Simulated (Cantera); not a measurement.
Input: 1 mol Cu, 1.7 mol F₂, 1.5 mol N₂, at 0.490 bar.

Equilibrium computed with Cantera from the NASA thermochemical tables; the gas is ideal and each condensed phase is pure. Candidate condensed phases: Cu, CuF₂; 11 gas species. Equilibrium is a limit: real reactors are often held back by kinetics, nucleation or transport.

x: gas mole fraction; n: condensed amount in mol.

| T (K) | x N₂ | x NF₃ | x F₂ | x F | x CuF₂ | x NF₂ | n CuF₂(s) |
|---|---|---|---|---|---|---|---|
| 573 | 0.731 | 0.269 | 0.000542 | 2.18e-6 | <1e-12 | 6.19e-10 | 1.00 |
| 623 | 0.730 | 0.267 | (withheld) | (withheld) | <1e-12 | (withheld) | 1.00 |
| 673 | 0.729 | 0.262 | 0.00825 | 0.000107 | 6.64e-12 | 2.72e-8 | 1.00 |
| 723 | 0.727 | 0.249 | 0.0236 | 0.000493 | 1.70e-10 | 1.18e-7 | 1.00 |
| 773 | 0.721 | 0.221 | 0.0558 | 0.00183 | 2.82e-9 | 4.02e-7 | 1.00 |
| 823 | 0.712 | (withheld) | (withheld) | (withheld) | (withheld) | (withheld) | 1.00 |
| 873 | 0.698 | 0.116 | 0.173 | 0.0138 | 2.83e-7 | 2.25e-6 | 1.000 |
| 923 | 0.684 | 0.0639 | 0.224 | 0.0290 | 1.91e-6 | 3.73e-6 | 1.000 |
| 973 | 0.669 | 0.0308 | 0.247 | 0.0529 | 1.05e-5 | 5.14e-6 | 1.000 |
| 1023 | 0.655 | 0.0138 | 0.245 | 0.0867 | 4.85e-5 | 6.22e-6 | 1.000 |
| 1073 | 0.638 | 0.00594 | 0.225 | 0.131 | 0.000192 | 6.82e-6 | 1.000 |

Task: Complete the blanks.

Result: 
- 623, x F₂: 0.00237
- 623, x F: 1.78e-5
- 623, x NF₂: 4.80e-9
- 823, x NF₃: 0.174
- 823, x F₂: 0.109
- 823, x F: 0.00553
- 823, x CuF₂: 3.27e-8
- 823, x NF₂: 1.08e-6
